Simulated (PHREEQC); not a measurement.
PHREEQC input (ion-association model, wateq4f.dat):

```
PHASES
  Fix_H+
    H+ = H+
    -log_k 0
SOLUTION 1
  temp 25
  units mol/kgw
  pH 7 charge
  Cl 0.001
  Na 0.001
END
SELECTED_OUTPUT 1
  -reset false
  -pH true
  -pe true
  -ionic_strength true
  -water true
  -totals Ag Cl Na
  -molalities H+ Ag+ Cl- Na+ O2 OH- AgCl AgCl2- AgCl3-2 AgCl4-3
    AgOH Ag(OH)2-
  -equilibrium_phases Cerargyrite Ag2O
PRINT
  -reset false
USE solution 1
EQUILIBRIUM_PHASES 1
  Fix_H+ -3 HCl 10
    -force_equality true
  Cerargyrite 0 0.1
  Ag2O 0 0
  O2(g) -0.68 10
END
# ... the last block is repeated for the other 16 points of pH, with NaOH or the acid as the point needs
```

Selected output (columns that matter, 10 of 17 rows; pH added in front):

```
pH	mu	Ag	Cl	Na	m_H+	m_Ag+	m_Cl-	m_Na+	m_OH-	m_AgCl	m_AgCl2-	m_AgOH	m_Ag(OH)2-	Cerargyrite
3	0.0020481	4.9495e-07	0.0020485	0.001	0.001048	9.6016e-08	0.002048	0.001	1.0529e-11	3.3098e-07	6.7794e-08	9.1272e-17	9.6002e-26	0.1
4.12	0.0010788	5.4434e-07	0.0010791	0.001	7.8572e-05	1.7753e-07	0.0010787	0.001	1.3696e-10	3.3105e-07	3.5714e-08	2.2547e-15	3.0849e-23	0.099999
5.25	0.001006	5.543e-07	0.0010064	0.001	5.8182e-06	1.899e-07	0.001006	0.001	1.8453e-09	3.3105e-07	3.3306e-08	3.2575e-14	6.0048e-21	0.099999
5.81	0.0010018	5.5493e-07	0.0010022	0.001	1.6024e-06	1.9068e-07	0.0010018	0.001	6.6993e-09	3.3105e-07	3.3166e-08	1.1876e-13	7.9481e-20	0.099999
6.94	0.0010003	5.5517e-07	0.0010006	0.001	1.1878e-07	1.9096e-07	0.0010002	0.001	9.0369e-08	3.3105e-07	3.3114e-08	1.6045e-12	1.4485e-17	0.099999
8.06	0.0010014	5.552e-07	0.0010006	0.0010012	9.0107e-09	1.9098e-07	0.0010002	0.0010012	1.1913e-06	3.3105e-07	3.3113e-08	2.1153e-11	2.5174e-15	0.099999
9.19	0.0010163	5.5556e-07	0.0010006	0.0010161	6.6813e-10	1.9107e-07	0.0010002	0.0010161	1.6074e-05	3.3105e-07	3.3113e-08	2.8542e-10	4.5832e-13	0.099999
9.75	0.0010586	5.5659e-07	0.0010006	0.0010584	1.8414e-10	1.9135e-07	0.0010002	0.0010584	5.8405e-05	3.3105e-07	3.3113e-08	1.037e-09	6.0504e-12	0.099999
10.88	0.0017965	5.7482e-07	0.0010006	0.0017963	1.3779e-11	1.9542e-07	0.0010002	0.0017963	0.00079626	3.3099e-07	3.311e-08	1.4135e-08	1.1244e-09	0.099999
12	0.01223	1.008e-06	0.001001	0.012229	1.1028e-12	2.231e-07	0.0010006	0.012229	0.011229	3.302e-07	3.3062e-08	1.9869e-07	2.2292e-07	0.099999
```
